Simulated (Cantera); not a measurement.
A Cantera script and what it prints.

```python
import numpy as np
import cantera as ct

gas_names = """
    CL CL2 H HCL H2 Si SiCL SiCL2 SiCL3 SiCL4 SiH SiHCL3 SiH2 SiH2CL2 SiH3 SiH3CL SiH4 Si2 Si3
""".split()
cond_names = """
    Si(cr) Si(L)
""".split()


# ... load() reads the species with a 1 bar reference pressure and builds the phases ...
atoms = {
    'SiH4': {'Si': 1, 'H': 4},
    'HCl': {'H': 1, 'CL': 1},
    'H2': {'H': 2},
}
top_T = {}  # K; cautious upper limits of use, not melting points


# ... equilibrate(T, P, feed) seeds the gas with the atoms and calls Mixture.equilibrate('TP', solver="vcs", rtol=1e-11, max_steps=5000) ...
results = []
feed = {'SiH4': 1, 'HCl': 0.22, 'H2': 160}  # mol
P = 140  # Pa
for T in [975, 1125, 1275, 1425, 1575, 1725, 1875, 2025, 2175, 2325]:
    mix = equilibrate(T, P, feed)
    results.append((T, P, feed, dict(zip(mix.species_names, mix.species_moles))))

top = {s: max(r[3][s] / sum(r[3][g] for g in gas_names) for r in results) for s in gas_names}
cols = sorted((s for s in top if top[s] > 1e-06), key=lambda s: -top[s])[:9]
seen = [c for c in cond_names if any(r[3].get(c, 0) > 1e-12 for r in results)]
print("log10 of partial pressures in bar; condensed amounts in mol")
print(f"{'T/K':>10s}" + "".join(f"{s[:9]:>10s}" for s in cols + seen))
for T, P, feed, n in results:
    ng = sum(n[g] for g in gas_names)
    print(f"{T:10.4g}" + "".join(f"{np.log10(max(n[s] / ng * P / 1e5, 1e-99)):10.3f}" for s in cols)
          + "".join(f"{n.get(c, 0):10.4g}" for c in seen))
```

Result:

```
log10 of partial pressures in bar; condensed amounts in mol
       T/K        H2         H        Si       HCL        CL       SiH      SiH2       Si2      SiCL    Si(cr)     Si(L)
       975    -2.854   -10.369   -16.351    -5.724   -13.265   -15.834   -13.206   -21.778   -14.802    0.9994         0
      1125    -2.854    -8.780   -13.154    -5.724   -11.701   -13.183   -11.480   -17.611   -12.741    0.9994         0
      1275    -2.854    -7.560   -10.715    -5.725   -10.501   -11.163   -10.161   -14.433   -11.171    0.9992         0
      1425    -2.855    -6.593    -8.793    -5.725    -9.551    -9.573    -9.121   -11.931    -9.936    0.9988         0
      1575    -2.855    -5.809    -7.241    -5.726    -8.780    -8.290    -8.280    -9.913    -8.941     0.991         0
      1725    -2.857    -5.160    -5.993    -5.730    -8.144    -7.267    -7.620    -8.315    -8.156         0    0.8696
      1875    -2.865    -4.616    -5.097    -5.742    -7.614    -6.562    -7.222    -7.275    -7.654         0         0
      2025    -2.879    -4.155    -5.091    -5.755    -7.160    -6.724    -7.648    -7.905    -7.984         0         0
      2175    -2.914    -3.768    -5.102    -5.795    -6.786    -6.892    -8.053    -8.481    -8.304         0         0
      2325    -2.984    -3.451    -5.131    -5.879    -6.489    -7.077    -8.465    -9.021    -8.631         0         0
```

Equilibrium computed with Cantera from the NASA thermochemical tables; the gas is ideal and each condensed phase is pure. The tables' values for SiCl are old estimates; treat these amounts as uncertain. Gases not in the tables: Si2H6 and higher silanes.
